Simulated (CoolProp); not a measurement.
The numbers come from the reference Helmholtz-energy equation of state, Gao 2016 in CoolProp.

Task: Give the vapour pressure (kPa), liquid density (kg/m³), vapour density (kg/m³), enthalpy of vaporisation (kJ/kg) of saturated sulfur dioxide at -14.65, 81.25 °C.

Result: 
```csv
T (°C),p (kPa),liquid density (kg/m³),vapour density (kg/m³),enthalpy of vaporisation (kJ/kg)
-14.65,82.0,1470,2.50,394
81.25,1850,1190,50.0,288
```
